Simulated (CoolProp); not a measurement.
R507A at 293.15 K and 1.7 MPa flows at 0.061 m/s in a round tube of 1 mm bore and 0.25 µm roughness, fully developed (64/Re and Nu = 3.66 if laminar; Colebrook and Gnielinski if turbulent). Each further row changes one setting.

Computed with CoolProp (reference Helmholtz-energy equation of state, Lemmon 2003). It is a pseudo-pure fit of the blend.

| case | Reynolds number | Darcy friction factor | pressure drop (Pa/m) | heat-transfer coefficient (W/(m² K)) | mass flow (kg/h) |
|---|---|---|---|---|---|
| as stated | 470 | 0.136 | ___ | 250 | ___ |
| velocity 0.122 m/s | 939 | 0.0681 | 546 | 250 | ___ |
| diameter 2 mm | 939 | 0.0681 | 68.3 | ___ | 0.744 |

Fill in the missing entries.


- as stated, pressure drop (Pa/m): 273
- as stated, mass flow (kg/h): 0.186
- velocity 0.122 m/s, mass flow (kg/h): 0.372
- diameter 2 mm, heat-transfer coefficient (W/(m² K)): 125

Viscosity comes from a separate model (Geller 2000). Thermal conductivity comes from a separate model (Geller 2001).
